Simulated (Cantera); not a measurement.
Feed: 1 mol acetone, 0.13 mol CO₂, 7.8 mol H₂, equilibrated at 1 atm.

Method: chemical equilibrium by Gibbs-energy minimisation in Cantera with the NASA 1993 tables (ideal gas, pure condensed phases). Candidate condensed phases: C, C₆H₆, C₇H₈, C₈H₁₈, H₂O; 110 gas species. The feed counts by its element totals alone. Equilibrium is a limit: real reactors are often held back by kinetics, nucleation or transport.

x: gas mole fraction; n: condensed amount in mol.

```csv
T (°C),x H₂,x H,x CO,x C₂H₂ (acetylene),x C₂H,x C₄H₂,x CH₄,n C(graphite)
1500,0.894,0.000267,0.105,0.000125,2.92e-10,6.91e-9,0.000683,1.86
1650,0.894,0.000885,0.104,0.000403,5.69e-9,7.27e-8,0.000425,1.86
1800,0.892,0.00247,0.104,0.00109,7.19e-8,5.41e-7,0.000284,1.84
1950,0.887,(withheld),0.104,(withheld),(withheld),(withheld),(withheld),1.80
2100,0.878,(withheld),0.104,(withheld),(withheld),(withheld),(withheld),1.74
2250,0.861,0.0256,0.103,0.0102,2.30e-5,5.04e-5,0.000109,1.61
2400,0.833,0.0465,0.102,0.0178,0.000100,0.000158,8.14e-5,1.42
2550,0.792,0.0784,0.100,0.0285,0.000370,0.000427,6.05e-5,1.12
2700,0.733,0.124,0.0979,0.0422,0.00117,0.00101,4.38e-5,0.684
```

Q: What belongs in the gaps?

A: 
- 1950, x H: 0.00599
- 1950, x C₂H₂ (acetylene): 0.00257
- 1950, x C₂H: 6.42e-7
- 1950, x C₄H₂: 3.05e-6
- 1950, x CH₄: 0.000200
- 2100, x H: 0.0130
- 2100, x C₂H₂ (acetylene): 0.00540
- 2100, x C₂H: 4.32e-6
- 2100, x C₄H₂: 1.36e-5
- 2100, x CH₄: 0.000146
